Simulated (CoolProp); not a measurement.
Vapour-liquid equilibrium of ethylene (1) + ethane (2) at 1.79 MPa; x and y are mole fractions of (1).

Model: multi-fluid Helmholtz-energy mixture model, Smukala 2000 and Bücker 2006; pair parameters Bell 2016, in CoolProp.

**Question.** Give the bubble temperature and the first vapour's composition at x = 0.2, 0.575, 0.65. Is there an azeotrope?

**Answer.** x = 0.2: 255.9 K, y = 0.278; x = 0.575: 247.8 K, y = 0.666; x = 0.65: 246.4 K, y = 0.732. No azeotrope shows between x = 0.05 and 0.95.

The pair parameters rest on a limited set of measurements; away from them the model extrapolates.
